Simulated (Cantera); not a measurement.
A Cantera script and what it prints.

```python
import numpy as np
import cantera as ct

gas_names = """
    Br Br2 Si SiBr SiBr2 SiBr3 SiBr4 Si2 Si3
""".split()
cond_names = """
    Br2(cr) Br2(L) Si(cr) Si(L)
""".split()


def load(file, names, dense=False):
    # The tables refer to 1 bar. Condensed volumes are neglected.
    table = {s.name: s for s in ct.Species.list_from_file(file)}
    out = []
    for n in names:
        d = dict(table[n].input_data)
        d["thermo"] = dict(d["thermo"], **{"reference-pressure": 1e5})
        if dense:
            d["equation-of-state"] = {"model": "constant-volume", "density": "1e6 g/cm^3"}
        out.append(ct.Species.from_dict(d))
    return out


gas = ct.Solution(thermo="ideal-gas", species=load("nasa_gas.yaml", gas_names))
cond = {s.name: ct.Solution(thermo="fixed-stoichiometry", species=[s], name=s.name)
        for s in load("nasa_condensed.yaml", cond_names, dense=True)}
atoms = {
    'Si': {'Si': 1},
    'Br2': {'Br': 2},
}
top_T = {}  # K; cautious upper limits of use, not melting points


def equilibrate(T, P, feed):
    n = {}
    for name, mol in feed.items():
        for a, k in atoms[name].items():
            n[a] = n.get(a, 0.0) + k * mol
    gas.TPX = T, P, n
    mass = sum(n.values()) * gas.mean_molecular_weight
    gas.equilibrate("TP")
    valid = [c for c in cond.values() if c.min_temp <= T <= top_T.get(c.name, c.max_temp)]
    mix = ct.Mixture([(gas, mass / gas.mean_molecular_weight)] + [(c, 0.0) for c in valid])
    mix.T, mix.P = T, P
    mix.equilibrate("TP", solver="vcs", rtol=1e-11, max_steps=5000)
    return mix


results = []
P = 133.322  # Pa
for T in [625, 725, 825, 925, 1025, 1125, 1225, 1325, 1425, 1525]:
    for m in [0.82, 1.3, 1.7, 2.1, 2.6, 3, 3.5, 3.9, 4.3, 4.8]:
        feed = {'Si': 1, 'Br2': m}  # mol
        mix = equilibrate(T, P, feed)
        results.append((T, P, feed, dict(zip(mix.species_names, mix.species_moles))))

for T, P, feed, n in results:
    print(f"{T:7g} {feed['Br2']:10.4g}  " + (" + ".join(c for c in cond_names if n.get(c, 0) > 1e-12) or "gas only"))
```

It prints:

```
    625       0.82  Si(cr)
    625        1.3  Si(cr)
    625        1.7  Si(cr)
    625        2.1  gas only
    625        2.6  gas only
    625          3  gas only
    625        3.5  gas only
    625        3.9  gas only
    625        4.3  gas only
    625        4.8  gas only
    725       0.82  Si(cr)
    725        1.3  Si(cr)
    725        1.7  Si(cr)
    725        2.1  gas only
    725        2.6  gas only
    725          3  gas only
    725        3.5  gas only
    725        3.9  gas only
    725        4.3  gas only
    725        4.8  gas only
    825       0.82  Si(cr)
    825        1.3  Si(cr)
    825        1.7  Si(cr)
    825        2.1  gas only
    825        2.6  gas only
    825          3  gas only
    825        3.5  gas only
    825        3.9  gas only
    825        4.3  gas only
    825        4.8  gas only
    925       0.82  Si(cr)
    925        1.3  Si(cr)
    925        1.7  Si(cr)
    925        2.1  gas only
    925        2.6  gas only
    925          3  gas only
    925        3.5  gas only
    925        3.9  gas only
    925        4.3  gas only
    925        4.8  gas only
   1025       0.82  Si(cr)
   1025        1.3  Si(cr)
   1025        1.7  Si(cr)
   1025        2.1  gas only
   1025        2.6  gas only
   1025          3  gas only
   1025        3.5  gas only
   1025        3.9  gas only
   1025        4.3  gas only
   1025        4.8  gas only
   1125       0.82  Si(cr)
   1125        1.3  Si(cr)
   1125        1.7  gas only
   1125        2.1  gas only
   1125        2.6  gas only
   1125          3  gas only
   1125        3.5  gas only
   1125        3.9  gas only
   1125        4.3  gas only
   1125        4.8  gas only
   1225       0.82  Si(cr)
   1225        1.3  gas only
   1225        1.7  gas only
   1225        2.1  gas only
   1225        2.6  gas only
   1225          3  gas only
   1225        3.5  gas only
   1225        3.9  gas only
   1225        4.3  gas only
   1225        4.8  gas only
   1325       0.82  Si(cr)
   1325        1.3  gas only
   1325        1.7  gas only
   1325        2.1  gas only
   1325        2.6  gas only
   1325          3  gas only
   1325        3.5  gas only
   1325        3.9  gas only
   1325        4.3  gas only
   1325        4.8  gas only
   1425       0.82  Si(cr)
   1425        1.3  gas only
   1425        1.7  gas only
   1425        2.1  gas only
   1425        2.6  gas only
   1425          3  gas only
   1425        3.5  gas only
   1425        3.9  gas only
   1425        4.3  gas only
   1425        4.8  gas only
   1525       0.82  Si(cr)
   1525        1.3  gas only
   1525        1.7  gas only
   1525        2.1  gas only
   1525        2.6  gas only
   1525          3  gas only
   1525        3.5  gas only
   1525        3.9  gas only
   1525        4.3  gas only
   1525        4.8  gas only
```

Equilibrium computed with Cantera from the NASA thermochemical tables; the gas is ideal and each condensed phase is pure. The tables' values for SiBr3 are old estimates.
